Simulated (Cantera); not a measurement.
## SiCl₄ + Cl₂ + H₂ (chlorosilane synthesis and conversion)

Feed: 1 mol SiCl₄, 0.71 mol Cl₂, 11 mol H₂, at 0.100 bar.

Equilibrium computed with Cantera from the NASA thermochemical tables; the gas is ideal and each condensed phase is pure. Candidate condensed phases: Si; 19 gas species. The tables' values for SiCl₃ are old estimates; treat these amounts as uncertain. Rates play no part.

| T (K) | x H₂ | x HCl | x SiCl₄ | x SiCl₂ | x SiCl₃ |
|---|---|---|---|---|---|
| 1000 | 0.806 | 0.116 | 0.0747 | 1.64e-5 | 0.000225 |
| 1050 | 0.804 | 0.118 | 0.0728 | 8.49e-5 | 0.000584 |
| 1100 | 0.801 | 0.121 | 0.0700 | 0.000364 | 0.00135 |
| 1150 | 0.796 | 0.126 | 0.0658 | 0.00129 | 0.00278 |
| 1200 | 0.788 | 0.133 | 0.0597 | 0.00372 | 0.00503 |
| 1250 | 0.777 | 0.146 | 0.0512 | 0.00863 | 0.00786 |
| 1300 | 0.761 | 0.162 | 0.0410 | 0.0163 | 0.0106 |
| 1350 | 0.744 | 0.180 | 0.0302 | 0.0260 | 0.0125 |
| 1400 | 0.727 | 0.198 | 0.0205 | 0.0361 | 0.0132 |
| 1450 | 0.712 | 0.213 | 0.0128 | 0.0454 | 0.0126 |
x: gas mole fraction; nothing condenses.

From 1000 K to 1450 K nothing is condensed. The main Si-bearing gas is SiCl₄ at 1000 K and SiCl₂ at 1450 K.
